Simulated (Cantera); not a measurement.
Input: 1 mol HF, 0.043 mol O₂, held at 3100 °C.

These are equilibrium values from Cantera (NASA tables, ideal gas, pure condensed phases), not measurements of a reactor. Candidate condensed phases: H₂O; 22 gas species. Rates play no part.

Q: At 1500000 Pa, list the 7 most abundant gas species with their mole fractions, and the condensed phases.

A: HF 0.909, F 0.0297, O₂ 0.0254, O 0.0145, OH 0.00852, H₂O 0.00688, H 0.00442. Condensed: gas only.
